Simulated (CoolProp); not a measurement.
500 sccm (0 °C, 1 atm) of nitrogen bubbles through liquid R113 at 293.1 K and leaves saturated at a total pressure of 0.0833 MPa (ideal gas phase). Each further row changes one setting.

The numbers come from the reference Helmholtz-energy equation of state, Marx 1992 in CoolProp.

```
case                      vapour pressure (kPa)  mole fraction of vapour  delivery (mg/min)  delivery (sccm)  change of delivery for a bath 1 K warmer (%)
------------------------  ---------------------  -----------------------  -----------------  ---------------  --------------------------------------------
as stated                                  36.6                    0.439               3280              392                                           7.7
bath temperature 298.1 K                   44.7                    0.537               4850              580                                           9.1
total pressure 0.167 MPa                   36.6                    0.219               1170              140                                           5.4
```
